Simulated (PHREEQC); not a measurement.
Solution A (0.19 mol/kgw AgNO3, 0.0067 mol/kgw HNO3 and 4.6e-05 mol/kgw Cu(NO3)2) is mixed with solution B (0.00097 mol/kgw KH2PO4, 0.012 mol/kgw NaF and 0.00027 mol/kgw NaCl) at 90 °C; shares are by mass of water, 1 kg in all. Oxygen alone is held at its pressure in air (log pO2 = -0.68). CO2 from the air is kept out. The run lets Cu(OH)2, Atacamite, Cu2(OH)3NO3, Cu3(PO4)2:3H2O, Cerargyrite, Ag2O, Ag3PO4, Halite, CuF2:2H2O precipitate or redissolve, and no other solid.

The series has 21 steps of share of solution B, from 0 to 1.

Computed with PHREEQC (ion-association model, wateq4f.dat).

Task: Which solids form, in which order, and at which step of the series does each first stand?

Result: Cerargyrite from share of solution B = 0.1 (pH 2.42), last present at share of solution B = 0.95.

Species that the database lacks are ignored. H3PO4, which wateq4f.dat lacks, is added to it with the constant of phreeqc.dat. At this temperature some constants are extrapolated from 25 °C, and those without enthalpy data are left unchanged. The database has no phosphate complexes of Cu, Ag.
